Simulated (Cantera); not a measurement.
An isothermal, constant-pressure homogeneous reactor starts with 78.4 % N2O, 21.2 % O2, 0.462 % H2O, at 1100 K and 0.0690 bar.

Computed with Cantera and GRI-Mech 3.0 (53 species, 325 reactions). GRI-Mech 3.0 was tuned for natural gas; its chemistry of N2O as a main component is partial and can be far from experiment. The mechanism lacks the step 2 NO + O2 → 2 NO2, which can matter for NO2 below about 1400 K. The temperature is held fixed by assumption; the heat of reaction is taken as removed at once.

Problem. Predict: x(N2O) at 40.0 s; x(O2) at 40.0 s; x(NO2) at 40.0 s; x(N2) at 40.0 s; x(NO) at 40.0 s; x(O) at 40.0 s.

Solution. 
| Property | Value |
|---|---|
| x(N2O) at 40.0 s | 0.585 (gas-phase equilibrium 1.73e-9) |
| x(O2) at 40.0 s | 0.263 (gas-phase equilibrium 0.434) |
| x(NO2) at 40.0 s | 0.000136 (gas-phase equilibrium 1.12e-6) |
| x(N2) at 40.0 s | 0.138 (gas-phase equilibrium 0.563) |
| x(NO) at 40.0 s | 0.00882 (gas-phase equilibrium 0.000104) |
| x(O) at 40.0 s | 3.07e-7 (gas-phase equilibrium 6.30e-9) |
